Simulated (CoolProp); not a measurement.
Vapour-liquid equilibrium of n-pentane (1) + the fluoroketone C6F12O (FK-5-1-12) (2) at 0.988 MPa; x and y are mole fractions of (1).

Computed with CoolProp (multi-fluid Helmholtz-energy mixture model, Thol 2019 and McLinden 2015; pair parameters Bell 2016).

```csv
x,"bubble temperature, mixture model (K)","bubble temperature, Raoult's law (K)","y, mixture model","y, Raoult's law"
0.05,405.2,408.1,0.090,0.061
0.125,400.3,407.2,0.214,0.151
0.2,396.1,406.3,0.320,0.237
0.275,392.8,405.5,0.406,0.321
0.35,390.3,404.6,___,0.402
0.425,388.6,403.7,0.529,0.481
0.5,387.5,402.9,0.573,0.556
0.575,386.9,402.1,0.612,0.629
0.65,___,401.2,0.648,0.700
0.725,386.9,400.4,___,0.768
0.8,387.8,399.6,0.731,0.834
0.875,389.6,398.8,___,0.898
0.95,393.2,398.0,0.895,0.960
```

Question: What belongs in the gaps?

Answer: 
- 0.35, y, mixture model: 0.475
- 0.65, bubble temperature, mixture model (K): 386.7
- 0.725, y, mixture model: 0.685
- 0.875, y, mixture model: 0.794

The largest gap from Raoult's law is -15.4 K in bubble temperature, at x = 0.5. y crosses x between x = 0.575 and 0.65: the model has an azeotrope there.

The pair parameters rest on a limited set of measurements; away from them the model extrapolates.
